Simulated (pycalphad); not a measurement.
Computed with pycalphad from the COST 507 light-alloy database (1999), at 1 atm. These are 1990s assessments: newer ones move some temperatures and phases. Not assessed as a whole: an extrapolation from subsystems, which can miss ternary compounds. Phase fractions are per mole of atoms.

Q: Give the equilibrium state of Ti-0.9972V-1.159Si (wt.%) at 1050 K.

A: HCP_A3, fraction 0.891, with 0.78 V, 0.27 Si wt.%; SITI3, fraction 0.059, with no V, 16.4 Si wt.%; BCC_A2, fraction 0.050, with 5.8 V, 0.87 Si wt.%.

Q: Give the equilibrium state of Ti-0.9972V-1.159Si (wt.%) at 1875 K.

A: BCC_A2, fraction 0.517, with 0.89 V, 0.28 Si wt.%; LIQUID, fraction 0.483, with 1.1 V, 2.1 Si wt.%.

Database names, with the compositions (at.%) that they take in these runs: SITI3: Ti 75 Si 25. BCC_A2 is bcc; HCP_A3 is hcp. An entry "none" or "no" means that the model of the phase leaves that element out.
